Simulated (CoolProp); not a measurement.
CH3F (R41) along the isotherm 331.8 K: density (kg/m³) from the reference equation and from simpler models built on Tc = 317.3 K, pc = 59.06 bar, ω = 0.200; each cubic takes its own stable root.

Values from CoolProp's reference Helmholtz-energy equation of state, Lemmon 2006. It is a short technical equation, of lower accuracy than the large ones.

```csv
p (bar),phase,reference,ideal gas,van der Waals,Soave-Redlich-Kwong,Peng-Robinson
3.69,gas,4.652,4.552,4.630,4.638,4.649
7.38,gas,9.516,9.104,9.427,9.460,9.504
11.1,gas,14.66,13.69,14.45,14.52,14.63
14.8,gas,20.03,18.26,19.65,19.78,19.98
18.5,gas,25.70,22.82,25.08,25.29,25.60
22.1,gas,31.53,27.26,30.60,30.92,31.38
25.8,gas,37.88,31.83,36.58,37.00,37.66
29.5,gas,44.66,36.39,42.88,43.44,44.34
```
